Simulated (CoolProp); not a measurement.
Ethylene along the isotherm 276 K: fugacity coefficient from the reference equation and from simpler models built on Tc = 282.4 K, pc = 50.42 bar, ω = 0.087; each cubic takes its own stable root.

Values from CoolProp's reference Helmholtz-energy equation of state, Smukala 2000.

```json
[
 {"p (bar)": "1.8", "phase": "gas", "reference": "0.9871"},
 {"p (bar)": "3.6", "phase": "gas", "reference": "0.9743"},
 {"p (bar)": "5.4", "phase": "gas", "reference": "0.9615"},
 {"p (bar)": "7.2", "phase": "gas", "reference": "0.9488"},
 {"p (bar)": "9", "phase": "gas", "reference": "0.9361"},
 {"p (bar)": "10.8", "phase": "gas", "reference": "0.9234"},
 {"p (bar)": "12.6", "phase": "gas", "reference": "0.9108"},
 {"p (bar)": "14.4", "phase": "gas", "reference": "0.8982"},
 {"p (bar)": "16.2", "phase": "gas", "reference": "0.8856"},
 {"p (bar)": "18", "phase": "gas", "reference": "0.8730"},
 {"p (bar)": "19.8", "phase": "gas", "reference": "0.8605"},
 {"p (bar)": "21.6", "phase": "gas", "reference": "0.8479"},
 {"p (bar)": "23.4", "phase": "gas", "reference": "0.8354"},
 {"p (bar)": "25.2", "phase": "gas", "reference": "0.8228"}
]
```

Question: How far does each simpler model (van der Waals, Soave-Redlich-Kwong) lie from the reference over these 14 states: mean and median of the absolute difference, and the worst?

Answer: 
- van der Waals: mean 1.3 %, median 1.3 %, worst +2.6 % at 276 K and 25.2 bar
- Soave-Redlich-Kwong: mean 0.1 %, median 0.1 %, worst -0.1 % at 276 K and 19.8 bar
